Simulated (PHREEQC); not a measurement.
A solution holds 0.03 mol HCl, 0.069 mol FeSO4 and 0.00088 mol Fe2(SO4)3 per kg of water, at 25 °C. Closed to the air; pH follows from the charge balance.

The numbers come from PHREEQC with the ion-association model, phreeqc.dat.

Each row changes one thing in this solution. This is a speciation only: nothing precipitates in the calculation.

```
case                                          pH  ionic strength (mol/kgw)  SO4-2 (mol/kgw)  HSO4- (mol/kgw)  FeSO4+ (mol/kgw)  Fe(SO4)2- (mol/kgw)  SI of Goethite (FeOOH)  SI of Hematite (Fe2O3)
------------------------------------------  ----  ------------------------  ---------------  ---------------  ----------------  -------------------  ----------------------  ----------------------
as made                                     1.95                     0.178           0.0306           0.0136           0.00130             0.000263                   +1.82                   +5.66
temperature from 25 to 75 °C                2.17                     0.148           0.0205           0.0189           0.00119             0.000184                   +3.75                   +9.71
HCl from 0.03 to 0.027 mol/kgw              2.00                     0.176           0.0314           0.0124           0.00130             0.000272                   +1.97                   +5.95
temperature from 25 to 65 °C                2.12                     0.153           0.0222           0.0178           0.00125             0.000206                   +3.37                   +8.92
diluted 10-fold with water                  2.68                    0.0237          0.00486         0.000641          0.000131              7.87e-6                   +3.62                   +9.26
FeSO4 left out                              1.60                    0.0351         0.000719          0.00106          0.000760              6.11e-6                   +2.00                   +6.02
HCl from 0.03 to 0.015 mol/kgw              2.28                     0.168           0.0348          0.00728           0.00131             0.000309                   +2.77                   +7.54
HCl replaced by MnCl2 at the same molality  3.51                     0.231           0.0364         0.000409          0.000820             0.000178                   +6.26                  +14.53
temperature from 25 to 80 °C                2.20                     0.147           0.0198           0.0195           0.00114             0.000172                   +3.94                  +10.10
```

Some of these states are supersaturated (in Hematite (slow to form), Goethite (slow to form), Fe(OH)3(a), for instance). Away from 25 °C the constants follow the database's enthalpies or fits; those with neither stay at their 25 °C values.
